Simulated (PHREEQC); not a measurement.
0.01 g of hydrous ferric oxide (600 m²/g; 0.2 weak and 0.005 strong sites per Fe, Dzombak-Morel constants, diffuse double layer) in 1 kg of water with 0.005 mol/kgw of an inert sodium salt and 1.1e-05 mol/kgw Na2SO4 and 3e-05 mol/kgw H3BO3, at 25 °C; the pH is set by adding NaOH or the inert anion's acid. Oxygen alone is held at its pressure in air (log pO2 = -0.68). The system is closed to CO2. Precipitation was switched off in this run.

Base run: PHREEQC, ion-association model, wateq4f.dat. Each further column changes one thing. The table gives surface charge σ (C/m²).

```json
[
 {"pH": "3", "base": "0.086", "background salt from 0.005 to 0.0005 mol/kgw": "(withheld)", "oxide from 0.01 to 0.05 g/kgw": "0.248", "3.3e-06 mol/kgw NiCl2 added": "0.086"},
 {"pH": "3.5", "base": "0.076", "background salt from 0.005 to 0.0005 mol/kgw": "0.035", "oxide from 0.01 to 0.05 g/kgw": "0.198", "3.3e-06 mol/kgw NiCl2 added": "0.076"},
 {"pH": "4", "base": "0.067", "background salt from 0.005 to 0.0005 mol/kgw": "0.025", "oxide from 0.01 to 0.05 g/kgw": "0.148", "3.3e-06 mol/kgw NiCl2 added": "0.067"},
 {"pH": "5", "base": "0.046", "background salt from 0.005 to 0.0005 mol/kgw": "0.016", "oxide from 0.01 to 0.05 g/kgw": "(withheld)", "3.3e-06 mol/kgw NiCl2 added": "0.046"},
 {"pH": "5.5", "base": "0.037", "background salt from 0.005 to 0.0005 mol/kgw": "0.012", "oxide from 0.01 to 0.05 g/kgw": "0.046", "3.3e-06 mol/kgw NiCl2 added": "0.037"},
 {"pH": "6", "base": "0.029", "background salt from 0.005 to 0.0005 mol/kgw": "0.010", "oxide from 0.01 to 0.05 g/kgw": "0.031", "3.3e-06 mol/kgw NiCl2 added": "0.029"},
 {"pH": "6.5", "base": "0.020", "background salt from 0.005 to 0.0005 mol/kgw": "0.007", "oxide from 0.01 to 0.05 g/kgw": "0.021", "3.3e-06 mol/kgw NiCl2 added": "0.021"},
 {"pH": "7", "base": "0.012", "background salt from 0.005 to 0.0005 mol/kgw": "0.004", "oxide from 0.01 to 0.05 g/kgw": "0.012", "3.3e-06 mol/kgw NiCl2 added": "0.013"},
 {"pH": "8", "base": "0.001", "background salt from 0.005 to 0.0005 mol/kgw": "0.000", "oxide from 0.01 to 0.05 g/kgw": "0.001", "3.3e-06 mol/kgw NiCl2 added": "0.003"},
 {"pH": "8.5", "base": "-0.004", "background salt from 0.005 to 0.0005 mol/kgw": "-0.001", "oxide from 0.01 to 0.05 g/kgw": "-0.004", "3.3e-06 mol/kgw NiCl2 added": "-0.001"},
 {"pH": "9", "base": "-0.009", "background salt from 0.005 to 0.0005 mol/kgw": "(withheld)", "oxide from 0.01 to 0.05 g/kgw": "-0.009", "3.3e-06 mol/kgw NiCl2 added": "-0.006"}
]
```

### Question
Complete the blanks.

### Answer

- 3, background salt from 0.005 to 0.0005 mol/kgw: 0.050
- 5, oxide from 0.01 to 0.05 g/kgw: 0.069
- 9, background salt from 0.005 to 0.0005 mol/kgw: -0.003

The oxide is taken as insoluble; below pH 4 it would dissolve.
